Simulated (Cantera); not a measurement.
Mixture: CH₄ : CO : O₂ : N₂ = 1 : 0.29 : 1.53 : 9.04 (molar parts), equivalence ratio 1.4, at 7500 Torr, adiabatic and at constant pressure. Ignition delay is the time to a rise of 400 K.

Model: GRI-Mech 3.0 (53 species, 325 reactions), integrated in Cantera.

Q: Predict: delay at 1225 K; delay at 1375 K; delay at 1525 K; delay at 1675 K; delay at 1825 K; apparent activation energy between 1750 and 1900 K.

A: 
| Quantity | Result |
|---|---|
| delay at 1225 K | 8.90 ms |
| delay at 1375 K | 1.44 ms |
| delay at 1525 K | 0.288 ms |
| delay at 1675 K | 69.2 µs |
| delay at 1825 K | 20.8 µs |
| apparent activation energy between 1750 and 1900 K | 200 kJ/mol |
